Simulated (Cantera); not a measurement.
**Silicon oxide and oxynitride deposition: HMDSO + O₂ + H₂**

Feed: 1 mol HMDSO, 1.2 mol O₂, 25 mol H₂, held at 19.0 Pa.

Cantera equilibrium calculation (NASA polynomials, part measured and part estimated; ideal gas, pure solids and liquids). Candidate condensed phases: C, C₆H₆, C₇H₈, C₈H₁₈, H₂O, Si, SiC, SiO₂; 123 gas species. The feed counts by its element totals alone. Mutual solubility and eutectic melting of coexisting phases are not modelled. The tables hold silica as quartz up to 1696 K and as liquid above; real silica turns to tridymite and cristobalite and melts near 1996 K. The numbers say what is thermodynamically allowed, not how fast it happens.

| T (K) | x H₂ | x CO | x CH₄ | x SiO | x H | x H₂O | x CO₂ | n C(graphite) | n SiC(s) | n SiO₂(α-quartz) | n SiO₂(β-quartz) |
|---|---|---|---|---|---|---|---|---|---|---|---|
| 648 | 0.995 | 1.33e-12 | 0.00513 | <1e-12 | <1e-12 | <1e-12 | <1e-12 | 5.53 | 0.300 | 1.70 | 0 |
| 698 | 0.998 | 7.98e-11 | 0.00168 | <1e-12 | 1.64e-12 | 6.93e-12 | <1e-12 | 5.64 | 0.300 | 1.70 | 0 |
| 748 | 0.999 | 2.75e-9 | 0.000629 | <1e-12 | 2.09e-11 | 5.03e-11 | <1e-12 | 5.68 | 0.300 | 1.70 | 0 |
| 798 | 1.000 | 6.05e-8 | 0.000264 | <1e-12 | 1.93e-10 | 2.83e-10 | <1e-12 | 5.69 | 0.300 | 1.70 | 0 |
| 848 | 1.000 | 9.19e-7 | 0.000122 | 1.35e-11 | 1.38e-9 | 1.29e-9 | <1e-12 | 5.70 | 0.300 | 0 | 1.70 |
| 898 | 1.000 | 1.02e-5 | 6.09e-5 | 2.83e-10 | 7.94e-9 | 4.92e-9 | <1e-12 | 5.70 | 0.300 | 0 | 1.70 |
| 948 | 1.000 | 8.82e-5 | 3.26e-5 | 4.29e-9 | 3.80e-8 | 1.62e-8 | 2.59e-12 | 5.69 | 0.301 | 0 | 1.70 |
| 998 | 0.999 | 0.000611 | 1.85e-5 | 4.93e-8 | 1.56e-7 | 4.73e-8 | 4.19e-11 | 5.67 | 0.310 | 0 | 1.69 |
| 1048 | 0.996 | 0.00350 | 1.10e-5 | 4.47e-7 | 5.59e-7 | 1.24e-7 | 5.18e-10 | 5.52 | 0.360 | 0 | 1.64 |
| 1098 | 0.983 | 0.0171 | 6.71e-6 | 3.31e-6 | 1.78e-6 | 2.94e-7 | 5.08e-9 | 4.81 | 0.596 | 0 | 1.40 |
| 1148 | 0.927 | 0.0726 | 3.89e-6 | 2.05e-5 | 5.00e-6 | 6.15e-7 | 4.08e-8 | 1.71 | 1.63 | 0 | 0.368 |
x: gas mole fraction; n: condensed amount in mol.

From 648 K to 798 K the condensed part is C(graphite) + SiC(s) + SiO₂(α-quartz). From 848 K to 1148 K the condensed part is C(graphite) + SiC(s) + SiO₂(β-quartz).
